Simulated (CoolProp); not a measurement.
Properties of R1123 along the isotherm 200.2 K.

Values from CoolProp's reference Helmholtz-energy equation of state, Akasaka 2020.

```tsv
p (MPa)	phase	speed of sound (m/s)	Joule-Thomson coefficient (K/MPa)
0.175	liquid	894.8	-0.3240
0.35	liquid	895.7	…
0.525	liquid	896.7	-0.3250
0.7	liquid	897.6	-0.3254
0.875	liquid	898.5	-0.3259
1.05	liquid	899.5	-0.3263
1.22	liquid	900.4	…
1.4	liquid	…	-0.3272
1.57	liquid	902.3	…
1.75	liquid	903.2	…
1.92	liquid	904.1	-0.3285
2.1	liquid	905.1	…
2.27	liquid	906.0	-0.3294
```

Q: Some entries are withheld; supply them.

A: 
- 0.35, Joule-Thomson coefficient (K/MPa): -0.3245
- 1.22, Joule-Thomson coefficient (K/MPa): -0.3268
- 1.4, speed of sound (m/s): 901.4
- 1.57, Joule-Thomson coefficient (K/MPa): -0.3276
- 1.75, Joule-Thomson coefficient (K/MPa): -0.3281
- 2.1, Joule-Thomson coefficient (K/MPa): -0.3290
